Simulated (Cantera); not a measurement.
Input: 1 mol HMDSO, 0.25 mol H₂O, at 0.428 Torr.

Cantera equilibrium calculation (NASA polynomials, part measured and part estimated; ideal gas, pure solids and liquids). Candidate condensed phases: C, C₆H₆, C₇H₈, C₈H₁₈, H₂O, Si, SiC, SiO₂; 123 gas species. The feed counts by its element totals alone. Mutual solubility and eutectic melting of coexisting phases are not modelled. The tables hold silica as quartz up to 1696 K and as liquid above; real silica turns to tridymite and cristobalite and melts near 1996 K. Rates play no part.

x: gas mole fraction; n: condensed amount in mol.

```tsv
T (K)	x H₂	x CH₄	x CO	x SiO	x H	n C(graphite)	n SiC(s)	n SiO₂(α-quartz)	n SiO₂(β-quartz)
573	0.904	0.0960	<1e-12	<1e-12	<1e-12	3.81	1.38	0.625	0
673	0.991	0.00855	3.71e-12	<1e-12	<1e-12	4.55	1.38	0.625	0
773	0.999	0.00120	4.52e-9	<1e-12	3.80e-11	4.61	1.38	0.625	0
873	1.000	0.000256	1.06e-6	2.16e-11	1.96e-9	4.62	1.38	0	0.625
973	1.000	(withheld)	(withheld)	(withheld)	(withheld)	4.62	1.38	0	0.625
1073	0.997	(withheld)	(withheld)	(withheld)	(withheld)	4.59	1.39	0	0.613
1173	0.952	1.01e-5	0.0476	1.60e-5	4.82e-6	3.93	1.61	0	0.394
```

**Question.** Fill in the missing entries.

**Answer.** 
- 1073, x CH₄: 2.61e-5
- 1073, x CO: 0.00263
- 1073, x SiO: 4.15e-7
- 1073, x H: 5.86e-7
- 973, x CH₄: 7.32e-5
- 973, x CO: 7.93e-5
- 973, x SiO: 5.01e-9
- 973, x H: 4.53e-8
